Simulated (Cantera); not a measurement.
Charge: 1 mol B2O3, 0.067 mol H2O, 26 mol H2, 0.59 mol NH3, at 1748.15 K and 1.33 mbar.

Method: chemical equilibrium by Gibbs-energy minimisation in Cantera with the NASA 1993 tables (ideal gas, pure condensed phases). Candidate condensed phases: B, BN, B2O3, B3O3H3, H2O; 39 gas species. Rates play no part.

Base state: H2 0.925, HBO2 0.0219, HBO 0.0172, B2O3 0.0133, N2 0.0104, H 0.00603, H2O 0.00241, BO 0.00212 (mole fractions); condensed: gas only.

What changes in the equilibrium state with this change: temperature from 1748.15 K to 2398.15 K?


```tsv
species	before	after
H2	0.925	0.586
H	0.00603	0.331
BO	0.00212	0.0376
B2O3	0.0133	0.00110
H2O	0.00241	0.0161
HBO	0.0172	0.00639
HBO2	0.0219	0.00999
N2	0.0104	0.00849
O	4.69e-9	0.000629
NO	2.03e-9	1.16e-5
OH	9.15e-7	0.00166
```

What changes in the equilibrium state with this change: temperature from 1748.15 K to 2025 K?


| species | before | after |
|---|---|---|
| H2 | 0.925 | 0.873 |
| H | 0.00603 | 0.0493 |
| HBO2 | 0.0219 | 0.0219 |
| BO | 0.00212 | 0.0133 |
| B2O3 | 0.0133 | 0.00748 |
| HBO | 0.0172 | 0.0166 |
| N2 | 0.0104 | 0.0101 |
| OH | 9.15e-7 | 4.12e-5 |
| BO2 | 1.01e-5 | 0.000156 |

What changes in the equilibrium state with this change: temperature from 1748.15 K to 1650 K?


| species | before | after |
|---|---|---|
| H2 | 0.925 | 0.931 |
| HBO2 | 0.0219 | 0.0210 |
| HBO | 0.0172 | 0.0158 |
| H | 0.00603 | 0.00240 |
| B2O3 | 0.0133 | 0.0151 |
| N2 | 0.0104 | 0.0104 |
| BO2 | 1.01e-5 | 3.00e-6 |
| BO | 0.00212 | 0.000868 |
| H2O | 0.00241 | 0.00157 |
| B2O2 | 0.00135 | 0.00139 |
